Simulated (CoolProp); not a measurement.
Saturated liquid density (kg/m³) of the fluoroketone C6F12O (FK-5-1-12): the reference equation beside estimates from Tc = 168.7 °C, pc = 1.869 MPa, ω = 0.471.

Values from CoolProp's reference Helmholtz-energy equation of state, McLinden 2015.

```
T (°C)  reference  van der Waals  Redlich-Kwong  Peng-Robinson
------  ---------  -------------  -------------  -------------
-41.75       1790           1040           1542           1816
-33.45       1768           1028           1522           1799
-25.05       1745           1016           1502           1781
-16.65       1722           1004           1481           1763
-8.25        1699          991.5           1460           1743
0.15         1675          978.5           1437           1722
8.55         1651          965.0           1414           1700
16.95        1626          951.2           1390           1677
25.35        1601          936.9           1364           1653
33.75        1576          922.1           1338           1627
```

Absolute difference from the reference over all 10 rows, mean and median: van der Waals 41.6 and 41.6 %, Redlich-Kwong 14.3 and 14.1 %, Peng-Robinson 2.6 and 2.7 %.
